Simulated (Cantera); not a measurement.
Input (Python, Cantera) and output of one run.

```python
import numpy as np
import cantera as ct

gas_names = [...]  # 91 gases of nasa_gas.yaml made of C, Cl, H
cond_names = """
    C(gr) C6H6(L) C7H8(L) C8H18(L),n-octa
""".split()


# ... load() reads the species with a 1 bar reference pressure and builds the phases ...
atoms = {
    'CH3Cl': {'C': 1, 'H': 3, 'CL': 1},
    'HCl': {'H': 1, 'CL': 1},
}
top_T = {'C(gr)': 4500}  # K; cautious upper limits of use, not melting points


# ... equilibrate(T, P, feed) seeds the gas with the atoms and calls Mixture.equilibrate('TP', solver="vcs", rtol=1e-11, max_steps=5000) ...
results = []
feed = {'CH3Cl': 1, 'HCl': 0.89}  # mol
T = 1898.15  # K
for P in [1, 5.2, 27, 140, 720, 3700, 19000, 100000]:
    mix = equilibrate(T, P, feed)
    results.append((T, P, feed, dict(zip(mix.species_names, mix.species_moles))))
    x = sorted(zip(gas.X, gas.species_names), reverse=True)
    print(f"T = {T:g} K  P = {P:g} Pa  gas = {mix.phase_moles(0):.4g} mol")
    print("   x: " + "  ".join(f"{s} {v:.3e}" for v, s in x if v > 1e-05))
    print("   condensed (mol): " + ("  ".join(f"{mix.phase(i).name} {mix.phase_moles(i):.4g}"
          for i in range(1, mix.n_phases) if mix.phase_moles(i) > 1e-12) or "none"))
```

Result:

```
T = 1898.15 K  P = 1 Pa  gas = 3.358 mol
   x: HCL 4.199e-01  H2 3.012e-01  CL 1.429e-01  H 1.358e-01  C2H2,acetylene 1.135e-04
   condensed (mol): C(gr) 0.9992
T = 1898.15 K  P = 5.2 Pa  gas = 3.105 mol
   x: HCL 5.327e-01  H2 3.289e-01  CL 7.608e-02  H 6.223e-02  C2H2,acetylene 1.239e-04
   condensed (mol): C(gr) 0.9992
T = 1898.15 K  P = 27 Pa  gas = 2.986 mol
   x: HCL 5.961e-01  H2 3.393e-01  CL 3.679e-02  H 2.774e-02  C2H2,acetylene 1.278e-04
   condensed (mol): C(gr) 0.9992
T = 1898.15 K  P = 140 Pa  gas = 2.933 mol
   x: HCL 6.275e-01  H2 3.432e-01  CL 1.691e-02  H 1.225e-02  C2H2,acetylene 1.293e-04
   condensed (mol): C(gr) 0.9992
T = 1898.15 K  P = 720 Pa  gas = 2.909 mol
   x: HCL 6.421e-01  H2 3.447e-01  CL 7.613e-03  H 5.415e-03  C2H2,acetylene 1.298e-04
   condensed (mol): C(gr) 0.9992
T = 1898.15 K  P = 3700 Pa  gas = 2.898 mol
   x: HCL 6.487e-01  H2 3.454e-01  CL 3.389e-03  H 2.391e-03  C2H2,acetylene 1.301e-04
   condensed (mol): C(gr) 0.9992
T = 1898.15 K  P = 19000 Pa  gas = 2.894 mol
   x: HCL 6.516e-01  H2 3.457e-01  CL 1.502e-03  H 1.055e-03  C2H2,acetylene 1.302e-04  CH4 1.283e-05
   condensed (mol): C(gr) 0.9992
T = 1898.15 K  P = 100000 Pa  gas = 2.891 mol
   x: HCL 6.530e-01  H2 3.457e-01  CL 6.560e-04  H 4.601e-04  C2H2,acetylene 1.302e-04  CH4 6.753e-05
   condensed (mol): C(gr) 0.999
```

Cantera equilibrium calculation (NASA polynomials, part measured and part estimated; ideal gas, pure solids and liquids).
